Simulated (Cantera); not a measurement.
Cantera run:

```python
import numpy as np
import cantera as ct

gas_names = [...]  # 151 gases of nasa_gas.yaml made of C, H, N, O, Si
cond_names = """
    C(gr) C6H6(L) C7H8(L) C8H18(L),n-octa H2O(s) H2O(L) Si(cr) Si(L) SiC(b) SiO2(Lqz) SiO2(hqz) SiO2(L)
    Si2N2O(s) Si3N4(a)
""".split()


# ... load() reads the species with a 1 bar reference pressure and builds the phases ...
atoms = {
    'SiC': {'Si': 1, 'C': 1},
    'H2O': {'H': 2, 'O': 1},
    'N2': {'N': 2},
}
top_T = {'C(gr)': 4500, 'SiC(b)': 3050, 'Si2N2O(s)': 2100, 'Si3N4(a)': 2400}  # K; cautious upper limits of use, not melting points


# ... equilibrate(T, P, feed) seeds the gas with the atoms and calls Mixture.equilibrate('TP', solver="vcs", rtol=1e-11, max_steps=5000) ...
results = []
feed = {'SiC': 1, 'H2O': 0.0091, 'N2': 75}  # mol
P = 1  # Pa
for T in [1450, 1500, 1550, 1600, 1650, 1700, 1750, 1800, 1850, 1900, 1950]:
    mix = equilibrate(T, P, feed)
    results.append((T, P, feed, dict(zip(mix.species_names, mix.species_moles))))
    x = sorted(zip(gas.X, gas.species_names), reverse=True)
    print(f"T = {T:g} K  P = {P:g} Pa  gas = {mix.phase_moles(0):.4g} mol")
    print("   x: " + "  ".join(f"{s} {v:.3e}" for v, s in x if v > 1e-06))
    print("   condensed (mol): " + ("  ".join(f"{mix.phase(i).name} {mix.phase_moles(i):.4g}"
          for i in range(1, mix.n_phases) if mix.phase_moles(i) > 1e-12) or "none"))
```

Output:

```
T = 1450 K  P = 1 Pa  gas = 75.02 mol
   x: N2 9.997e-01  H2 1.057e-04  CO 7.782e-05  SiO 4.348e-05  Si 3.447e-05  H 3.075e-05
   condensed (mol): SiC(b) 0.9941
T = 1500 K  P = 1 Pa  gas = 75.03 mol
   x: N2 9.996e-01  CO 1.002e-04  H2 9.383e-05  Si 7.953e-05  H 5.392e-05  SiO 2.111e-05
   condensed (mol): SiC(b) 0.9924
T = 1550 K  P = 1 Pa  gas = 75.03 mol
   x: N2 9.996e-01  CO 1.169e-04  Si 1.153e-04  H 8.691e-05  H2 7.615e-05  SiO 4.358e-06  HCN 3.292e-06
   condensed (mol): SiC(b) 0.991
T = 1600 K  P = 1 Pa  gas = 75.03 mol
   x: N2 9.996e-01  Si 1.317e-04  H 1.250e-04  CO 1.207e-04  H2 5.286e-05  HCN 1.158e-05
   condensed (mol): SiC(b) 0.99
T = 1650 K  P = 1 Pa  gas = 75.05 mol
   x: N2 9.993e-01  Si 3.326e-04  H 1.625e-04  CO 1.208e-04  H2 3.199e-05  HCN 1.562e-05  SiC2 1.858e-06  Si2C 1.471e-06
   condensed (mol): C(gr) 0.0147  SiC(b) 0.9746
T = 1700 K  P = 1 Pa  gas = 75.1 mol
   x: N2 9.986e-01  Si 1.007e-03  H 1.926e-04  CO 1.207e-04  H2 1.708e-05  HCN 1.513e-05  SiC2 7.896e-06  Si2C 6.073e-06  SiN 1.926e-06  CN 1.765e-06
   condensed (mol): C(gr) 0.06528  SiC(b) 0.9227
T = 1750 K  P = 1 Pa  gas = 75.25 mol
   x: N2 9.967e-01  Si 2.857e-03  H 2.112e-04  CO 1.204e-04  SiC2 3.084e-05  Si2C 2.307e-05  HCN 1.370e-05  H2 8.245e-06  SiN 4.650e-06  CN 4.253e-06
   condensed (mol): C(gr) 0.2044  SiC(b) 0.7787
T = 1800 K  P = 1 Pa  gas = 75.62 mol
   x: N2 9.918e-01  Si 7.649e-03  H 2.207e-04  CO 1.197e-04  SiC2 1.115e-04  Si2C 8.124e-05  HCN 1.192e-05  SiN 1.067e-05  CN 9.741e-06  H2 3.798e-06  Si2 1.113e-06
   condensed (mol): C(gr) 0.5665  SiC(b) 0.3998
T = 1850 K  P = 1 Pa  gas = 76.02 mol
   x: N2 9.866e-01  Si 1.266e-02  SiC2 2.451e-04  H 2.252e-04  CO 1.192e-04  Si2C 1.136e-04  CN 2.132e-05  SiN 1.525e-05  HCN 1.022e-05  H2 1.748e-06  Si2 1.740e-06
   condensed (mol): C(gr) 0.9425
T = 1900 K  P = 1 Pa  gas = 76.02 mol
   x: N2 9.865e-01  Si 1.270e-02  SiC2 3.211e-04  H 2.285e-04  CO 1.195e-04  Si2C 6.034e-05  CN 4.485e-05  SiN 1.335e-05  HCN 8.808e-06  Si2 1.027e-06
   condensed (mol): C(gr) 0.9332
T = 1950 K  P = 1 Pa  gas = 76.03 mol
   x: N2 9.864e-01  Si 1.266e-02  SiC2 4.125e-04  H 2.306e-04  CO 1.196e-04  CN 9.079e-05  Si2C 3.275e-05  SiN 1.170e-05  HCN 7.611e-06  C2N2 1.109e-06  C 1.008e-06
   condensed (mol): C(gr) 0.9177
```

Method: chemical equilibrium by Gibbs-energy minimisation in Cantera with the NASA 1993 tables (ideal gas, pure condensed phases). The tables' values for SiN are old estimates; treat these amounts as uncertain.
